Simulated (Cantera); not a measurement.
A freely propagating, adiabatic, planar premixed flame of 16.0 % CO, 0.849 % H2, 2.24 % CH4, 17.0 % O2, 63.9 % N2, unburnt at 325 K and 2.86 atm; mixture-averaged transport, grid criteria slope 0.08 and curve 0.16, no radiation.

Computed with Cantera and GRI-Mech 3.0 (53 species, 325 reactions). Burning velocities carry a grid error of a few per cent, more on coarse grids.

### Question
Predict: laminar burning velocity; thermal thickness; peak x(O); peak x(C2H); peak x(CH3).

### Answer
- laminar burning velocity: 32.3 cm/s
- thermal thickness: 0.212 mm
- peak x(O): 0.00484
- peak x(C2H): <1e-8
- peak x(CH3): 0.000139
